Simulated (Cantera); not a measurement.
Input: 1 mol MgO, a varied amount of SO3, 2.1 mol O2, 2.2 mol H2S, equilibrated at 977 °C and 13.3 mbar.

Equilibrium computed with Cantera from the NASA thermochemical tables; the gas is ideal and each condensed phase is pure. Candidate condensed phases: H2O, H2SO4, Mg, MgO, Mg(OH)2, MgS, MgSO4, S; 26 gas species. Gases not in the tables: S3 to S7. Equilibrium is a limit: real reactors are often held back by kinetics, nucleation or transport.

Q: At 0.15 mol SO3, list the 4 most abundant gas species with their mole fractions, and the condensed phases.

A: H2O 0.512, SO2 0.324, S2 0.122, H2 0.0239. Condensed: MgO(s).
